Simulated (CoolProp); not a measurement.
Saturated liquid density (kg/m³) of octamethylcyclotetrasiloxane (D4): the reference equation beside estimates from Tc = 586.5 K, pc = 13.47 bar, ω = 0.598. Rackett uses Z = 0.29056 − 0.08775 ω.

Model: reference Helmholtz-energy equation of state, Thol 2015, in CoolProp.

```json
[
 {"T (K)": "346.3", "reference": "895.1", "Rackett": "1047", "van der Waals": "508.4", "Peng-Robinson": "903.8"},
 {"T (K)": "351.3", "reference": "889.2", "Rackett": "1040", "van der Waals": "505.5", "Peng-Robinson": "899.4"},
 {"T (K)": "356.3", "reference": "883.3", "Rackett": "…", "van der Waals": "502.5", "Peng-Robinson": "894.9"},
 {"T (K)": "361.2", "reference": "…", "Rackett": "1026", "van der Waals": "499.6", "Peng-Robinson": "890.4"},
 {"T (K)": "366.2", "reference": "871.5", "Rackett": "1019", "van der Waals": "496.6", "Peng-Robinson": "885.6"},
 {"T (K)": "371.2", "reference": "865.5", "Rackett": "1011", "van der Waals": "493.5", "Peng-Robinson": "880.8"},
 {"T (K)": "376.2", "reference": "859.4", "Rackett": "1004", "van der Waals": "490.4", "Peng-Robinson": "875.8"},
 {"T (K)": "381.1", "reference": "853.5", "Rackett": "…", "van der Waals": "487.3", "Peng-Robinson": "870.7"},
 {"T (K)": "386.1", "reference": "847.4", "Rackett": "…", "van der Waals": "484.1", "Peng-Robinson": "865.5"},
 {"T (K)": "391.1", "reference": "841.2", "Rackett": "982.0", "van der Waals": "480.9", "Peng-Robinson": "860.1"}
]
```

Q: What belongs in the gaps?

A: 
- 356.3, Rackett: 1033
- 361.2, reference: 877.5
- 381.1, Rackett: 996.9
- 386.1, Rackett: 989.5

Absolute difference from the reference over all 10 rows, mean and median: Rackett 16.9 and 16.9 %, van der Waals 43.0 and 43.0 %, Peng-Robinson 1.7 and 1.7 %.
